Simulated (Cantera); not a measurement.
**Premixed flame**

A freely propagating, adiabatic, planar premixed flame of H2 : O2 : N2 = 1 : 0.617 : 1.79 (molar parts), equivalence ratio 0.81, unburnt at 475 K and 353 Torr; mixture-averaged transport, grid criteria slope 0.08 and curve 0.16, no radiation.

Model: the H2/O2 subset of GRI-Mech 3.0, which has no nitrogen chemistry, integrated in Cantera. Burning velocities carry a grid error of a few per cent, more on coarse grids.

```
z (mm)  T (K)  u (m/s)    x H2    x O2       x O      x H     x H2O     x HO2
------  -----  -------  ------  ------  --------  -------  --------  --------
-3.12     475     5.00   0.294   0.181     <1e-8    <1e-8     <1e-8     <1e-8
-2.08     475     5.00   0.294   0.181     <1e-8    <1e-8     <1e-8     <1e-8
-1.56     475     5.00   0.294   0.181     <1e-8    <1e-8     <1e-8     <1e-8
-1.04     475     5.00   0.293   0.181     <1e-8    <1e-8   2.42e-8   4.49e-8
-0.520    482     5.06   0.291   0.182   2.35e-6  3.23e-5  0.000210  0.000121
-0.260    694     7.10   0.257   0.178  0.000225  0.00511    0.0170  0.000170
0        1168     11.5   0.141   0.136   0.00702   0.0397     0.113   6.49e-5
0.260    1494     14.5  0.0512  0.0735    0.0175   0.0596     0.219   3.01e-5
0.520    1647     15.9  0.0379  0.0595    0.0191   0.0533     0.242   2.06e-5
1.04     1812     17.3  0.0358  0.0546    0.0173   0.0407     0.253   1.50e-5
2.08     1984     18.7  0.0325  0.0506    0.0142   0.0280     0.267   1.04e-5
4.16     2148     20.0  0.0271  0.0469    0.0106   0.0174     0.282   6.96e-6
8.31     2293     21.1  0.0204  0.0438   0.00713  0.00955     0.297   5.15e-6
```
x: mole fraction of selected species; z is measured from the peak of heat release.

```
Item                        Result
------------------------  --------
laminar burning velocity  500 cm/s
thermal thickness          1.04 mm
peak x(O)                   0.0191
peak x(H)                   0.0596
peak x(HO2)               0.000267
grid points                    130
```
